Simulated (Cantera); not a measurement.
A freely propagating, adiabatic, planar premixed flame of H₂ : O₂ : N₂ = 1 : 0.312 : 1.17 (molar parts), unburnt at 500 K and 520000 Pa; mixture-averaged transport, grid criteria slope 0.08 and curve 0.16, no radiation.

Cantera simulation using the H2/O2 subset of GRI-Mech 3.0, which has no nitrogen chemistry; the numbers are that mechanism's predictions, not measurements. The hydrogen kinetics of GRI-Mech 3.0 are dated; newer H2 mechanisms differ, most at raised pressure. Burning velocities carry a grid error of a few per cent, more on coarse grids.

Predict: laminar burning velocity; thermal thickness; peak x(H₂O₂); peak x(O); peak x(H).


```
Item                          Value
------------------------  ---------
laminar burning velocity   680 cm/s
thermal thickness         0.0491 mm
peak x(H₂O₂)                8.36e-5
peak x(O)                   0.00375
peak x(H)                    0.0530
```
